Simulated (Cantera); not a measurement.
## Ignition delay

Mixture: 11.8 % H₂, 14.5 % O₂, 73.7 % N₂, at 3750 Torr, adiabatic and at constant pressure. Ignition delay is the time to a rise of 400 K.

Model: the H2/O2 subset of GRI-Mech 3.0, which has no nitrogen chemistry, integrated in Cantera. The hydrogen kinetics of GRI-Mech 3.0 are dated; newer H2 mechanisms differ, most at raised pressure. Where the delays flatten at high temperature, the 400 K rule measures the pace of heat release, not the induction time.

| T0 (K) | delay (ms) |
|---|---|
| 1023 | 9.88 |
| 1123 | 0.193 |
| 1223 | 0.0171 |
| 1323 | 0.00879 |
| 1423 | 0.00594 |
| 1523 | 0.00465 |
| 1623 | 0.00406 |
| 1723 | 0.00385 |
| 1823 | 0.00389 |
| 1923 | 0.00411 |
